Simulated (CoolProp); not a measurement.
Vapour-liquid equilibrium of ethane (1) + hydrogen sulfide (2) at 10.2 bar; x and y are mole fractions of (1).

Computed with CoolProp (multi-fluid Helmholtz-energy mixture model, Bücker 2006 and Lemmon 2006; pair parameters Kunz 2012).

```
x     bubble temperature (K)  y at the bubble point  dew temperature at overall composition x (K)  liquid density (mol/L)
----  ----------------------  ---------------------  --------------------------------------------  ----------------------
0.05                   263.9                  0.248                                         271.1                   24.05
0.2                    250.6                  0.549                                         265.7                   22.31
0.35                   246.2                  0.641                                         259.7                   20.50
0.5                    244.0                  0.695                                         253.0                   18.94
0.65                   242.5                  0.750                                         245.8                   17.64
0.8                    241.5                  0.826                                         241.8                   16.57
0.95                   241.4                  0.945                                         241.5                   15.66
```

y crosses x between x = 0.8 and 0.95: the model has an azeotrope there.

The pair parameters rest on a limited set of measurements; away from them the model extrapolates. With so large a gap from Raoult's law the liquid may split in two, which this calculation doesn't test in full.
